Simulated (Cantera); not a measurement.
What does this Cantera script print?

```python
import numpy as np
import cantera as ct

gas = ct.Solution("gri30.yaml", transport_model="mixture-averaged")
show = ['OH', 'CH3', 'NO']

rows = []
print(f"{'T/K':>7s}{'rho':>11s}{'cp':>10s}{'mu':>11s}{'lambda':>11s}{'Pr':>7s}" + "".join(f"{'D_' + s:>11s}" for s in show))
for T in [400, 500, 600, 700, 800, 900]:
    gas.TPX = T, 130, {'N2O': 0.57}
    Pr = gas.cp_mass * gas.viscosity / gas.thermal_conductivity
    D = [gas.mix_diff_coeffs_mole[gas.species_index(s)] for s in show]
    rows.append([gas.density, gas.cp_mass, gas.viscosity, gas.thermal_conductivity, Pr, *D])
    print(f"{T:7g}{gas.density:11.4e}{gas.cp_mass:10.1f}{gas.viscosity:11.4e}"
          f"{gas.thermal_conductivity:11.4e}{Pr:7.3f}" + "".join(f"{d:11.4e}" for d in D))
print("SI units: kg/m3, J/kg/K, Pa s, W/m/K, m2/s")
```

It prints:

```
    T/K        rho        cp         mu     lambda     Pr       D_OH      D_CH3       D_NO
    400 1.7204e-03     970.3 1.9459e-05 2.5465e-02  0.741 3.2008e-02 2.2813e-02 2.0129e-02
    500 1.3763e-03    1042.5 2.3570e-05 3.3205e-02  0.740 4.7353e-02 3.4118e-02 2.9878e-02
    600 1.1469e-03    1101.3 2.7324e-05 4.0717e-02  0.739 6.4894e-02 4.7101e-02 4.1037e-02
    700 9.8309e-04    1150.2 3.0799e-05 4.7945e-02  0.739 8.4477e-02 6.1635e-02 5.3505e-02
    800 8.6020e-04    1191.6 3.4048e-05 5.4884e-02  0.739 1.0598e-01 7.7623e-02 6.7204e-02
    900 7.6462e-04    1226.6 3.7113e-05 6.1547e-02  0.740 1.2932e-01 9.4988e-02 8.2071e-02
SI units: kg/m3, J/kg/K, Pa s, W/m/K, m2/s
```

Detailed kinetics in Cantera: GRI-Mech 3.0 (53 species, 325 reactions).
